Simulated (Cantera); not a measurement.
# Thermodynamics of nitride etching, feed AlN + HCl + H₂

Input: 1 mol AlN, 42 mol HCl, 0.79 mol H₂, equilibrated at 13.3 mbar.

These are equilibrium values from Cantera (NASA tables, ideal gas, pure condensed phases), not measurements of a reactor. Candidate condensed phases: Al, AlCl₃, AlN, NH₄Cl; 20 gas species. The tables' values for AlCl₂ are old estimates; treat these amounts as uncertain. Rates play no part.

From 700 K to 2050 K nothing is condensed. The main Al-bearing gas is AlCl₃ throughout.

```json
[
 {"T (K)": "700", "log p HCl": "-1.92", "log p H₂": "-3.15", "log p Cl": "<-13", "log p AlCl₃": "-3.52", "log p N₂": "-3.81"},
 {"T (K)": "850", "log p HCl": "-1.92", "log p H₂": "-3.15", "log p Cl": "-11.03", "log p AlCl₃": "-3.51", "log p N₂": "-3.81"},
 {"T (K)": "1000", "log p HCl": "-1.92", "log p H₂": "-3.15", "log p Cl": "-9.02", "log p AlCl₃": "-3.51", "log p N₂": "-3.81"},
 {"T (K)": "1150", "log p HCl": "-1.92", "log p H₂": "-3.15", "log p Cl": "-7.52", "log p AlCl₃": "-3.51", "log p N₂": "-3.81"},
 {"T (K)": "1300", "log p HCl": "-1.92", "log p H₂": "-3.15", "log p Cl": "-6.37", "log p AlCl₃": "-3.51", "log p N₂": "-3.81"},
 {"T (K)": "1450", "log p HCl": "-1.92", "log p H₂": "-3.15", "log p Cl": "-5.46", "log p AlCl₃": "-3.51", "log p N₂": "-3.81"},
 {"T (K)": "1600", "log p HCl": "-1.92", "log p H₂": "-3.14", "log p Cl": "-4.71", "log p AlCl₃": "-3.51", "log p N₂": "-3.81"},
 {"T (K)": "1750", "log p HCl": "-1.92", "log p H₂": "-3.13", "log p Cl": "-4.10", "log p AlCl₃": "-3.53", "log p N₂": "-3.81"},
 {"T (K)": "1900", "log p HCl": "-1.93", "log p H₂": "-3.10", "log p Cl": "-3.60", "log p AlCl₃": "-3.59", "log p N₂": "-3.81"},
 {"T (K)": "2050", "log p HCl": "-1.95", "log p H₂": "-3.05", "log p Cl": "-3.20", "log p AlCl₃": "-3.76", "log p N₂": "-3.82"}
]
```
log p: log10 of the partial pressure in bar; nothing condenses.
